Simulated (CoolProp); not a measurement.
The fluid at 361.54 K and 1.11 MPa expands adiabatically to 0.0741 MPa with isentropic efficiency 1. The same conditions are run with several fluids, on thermodynamics alone (safety and materials aside).

The numbers come from the reference Helmholtz-energy equation of state of each fluid (R236FA: Pan 2012; hydrogen sulfide: Lemmon 2006; oxygen: Schmidt 1985; R143a: Lemmon and Jacobsen 2000; R13: Platzer 1990) in CoolProp. The equations of Platzer and Polt are older, rougher fits.

Q: Rank R236FA, hydrogen sulfide, oxygen, R143a, R13 by work (kJ/kg), highest first.

A: oxygen (177), hydrogen sulfide (169), R143a (79.6), R13 (64.2), R236FA (44.0)

```
fluid             final temperature (K)                       final phase  final density (kg/m³)
----------------  ---------------------  --------------------------------  ---------------------
R236FA                            295.0                               gas                   4.71
hydrogen sulfide                  206.9  two-phase, vapour fraction 0.956                   1.57
oxygen                            167.1                               gas                   1.71
R143a                             267.5                               gas                   2.85
R13                               255.6                               gas                   3.68
```

Above 300 K oxygen's equation is extrapolated.
